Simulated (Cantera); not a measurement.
A perfectly stirred reactor is fed with CH4 : CO2 : H2 : H2O = 1 : 1.6 : 1 : 0.17 (molar parts), at 750 Torr; it is held at 1875 K, and followed from long to short residence time.

Computed with Cantera and GRI-Mech 3.0 (53 species, 325 reactions).

Question: Predict: x(CH4) at τ = 3.10 s; x(CO2) at τ = 3.10 s; x(H2) at τ = 3.10 s; x(CH4) at τ = 76.0 ms; x(CO2) at τ = 76.0 ms; x(H2) at τ = 76.0 ms.

Answer: 
```json
{
 "x(CH4) at τ = 3.10 s": "0.00326",
 "x(CO2) at τ = 3.10 s": "0.0274",
 "x(H2) at τ = 3.10 s": "0.432",
 "x(CH4) at τ = 76.0 ms": "0.0205",
 "x(CO2) at τ = 76.0 ms": "0.0557",
 "x(H2) at τ = 76.0 ms": "0.345"
}
```
